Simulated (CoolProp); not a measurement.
A single-stage vapour-compression cycle with the fluid: evaporating at 274.15 K (dew point), condensing at 338.15 K (bubble point), superheat 8 K, subcooling 2 K, compressor efficiency 0.75, no pressure losses. The same conditions are run with several fluids, on thermodynamics alone (safety and materials aside).

Model: reference Helmholtz-energy equation of state of each fluid (R1336mzz(Z): McLinden 2020; n-butane: Bücker 2006; hydrogen sulfide: Lemmon 2006; R124: de Vries 1995; R113: Marx 1992; fluoroethane (R161): Wu 2012), in CoolProp.

**Question.** Rank R1336mzz(Z), n-butane, hydrogen sulfide, R124, R113, fluoroethane (R161) by cooling COP, highest first.

**Answer.** R113 (2.50), n-butane (2.37), R1336mzz(Z) (2.33), fluoroethane (R161) (2.26), R124 (2.23), hydrogen sulfide (2.21)

```
fluid                pressure ratio  discharge temperature (K)  refrigerating effect (kJ/kg)  volumetric capacity (kJ/m³)
-------------------  --------------  -------------------------  ----------------------------  ---------------------------
R1336mzz(Z)                    10.9                      342.3                           109                          201
n-butane                       6.72                      350.2                           243                          671
hydrogen sulfide               4.52                      442.9                           326                         5630
R124                           6.64                      352.4                          93.6                          976
R113                           11.0                      349.4                           106                          135
fluoroethane (R161)            5.35                      381.8                           242                         2450
```
